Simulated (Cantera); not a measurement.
Feed: 1 mol Si, 9.2 mol H2O, 1.1 mol N2, held at 16.0 bar.

These are equilibrium values from Cantera (NASA tables, ideal gas, pure condensed phases), not measurements of a reactor. Candidate condensed phases: H2O, Si, SiO2, Si2N2O, Si3N4; 35 gas species. The tables hold silica as quartz up to 1696 K and as liquid above; real silica turns to tridymite and cristobalite and melts near 1996 K. Gases not in the tables: Si(OH)4. Equilibrium is a limit: real reactors are often held back by kinetics, nucleation or transport.

### Question
Which condensed phases are stable at each of these points (T (K)): 800, 850, 900, 950, 1000, 1050, 1100, 1150, 1200, 1250, 1300, 1350, 1400, 1450?

### Answer
| T (K) | condensed phases | Si condensed (%) |
|---|---|---|
| 800 | SiO2(α-quartz) | 100.0 |
| 850 | SiO2(β-quartz) | 100.0 |
| 900 | SiO2(β-quartz) | 100.0 |
| 950 | SiO2(β-quartz) | 100.0 |
| 1000 | SiO2(β-quartz) | 100.0 |
| 1050 | SiO2(β-quartz) | 100.0 |
| 1100 | SiO2(β-quartz) | 100.0 |
| 1150 | SiO2(β-quartz) | 100.0 |
| 1200 | SiO2(β-quartz) | 100.0 |
| 1250 | SiO2(β-quartz) | 100.0 |
| 1300 | SiO2(β-quartz) | 100.0 |
| 1350 | SiO2(β-quartz) | 100.0 |
| 1400 | SiO2(β-quartz) | 100.0 |
| 1450 | SiO2(β-quartz) | 100.0 |

At 800 K the condensed part is SiO2(α-quartz). From 850 K to 1450 K the condensed part is SiO2(β-quartz).
